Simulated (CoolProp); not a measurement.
Computed with CoolProp (reference Helmholtz-energy equation of state, Wagner 2002).

**Question.** Give the vapour pressure (MPa), vapour density (kg/m³), liquid viscosity (µPa s), liquid conductivity (mW/(m K)) of saturated water at 260.45, 313.85 °C.

**Answer.** 
```json
[
 {"T (°C)": "260.45", "p (MPa)": "4.73", "vapour density (kg/m³)": "23.9", "liquid viscosity (µPa s)": "102", "liquid conductivity (mW/(m K))": "605"},
 {"T (°C)": "313.85", "p (MPa)": "10.4", "vapour density (kg/m³)": "58.2", "liquid viscosity (µPa s)": "80.6", "liquid conductivity (mW/(m K))": "531"}
]
```

Viscosity comes from a separate model (Huber 2009). Thermal conductivity comes from a separate model (Huber 2012).
